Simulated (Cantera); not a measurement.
A closed system holds: 1 mol Fe, 2.2 mol H2S, 2.5 mol H2, held at 1377 °C and 10000 Pa.

Method: chemical equilibrium by Gibbs-energy minimisation in Cantera with the NASA 1993 tables (ideal gas, pure condensed phases). Candidate condensed phases: Fe, FeS, FeS2, S; 8 gas species. FeS: taken at fixed stoichiometry. Rates play no part.

Base state: H2 0.818, H2S 0.117, S2 0.0582, SH 0.00607, H 0.000260, S 0.000151 (mole fractions); condensed: FeS(l).

What changes in the equilibrium state with this change: temperature from 1377 °C to 677 °C?


```tsv
species	before	after
H2	0.818	0.745
H2S	0.117	0.255
S2	0.0582	2.04e-5
H	0.000260	1.52e-9
S	0.000151	<1e-9
SH	0.00607	1.99e-6
FeS(l), mol	1.000	0
FeS(s), mol	0	1.00
```
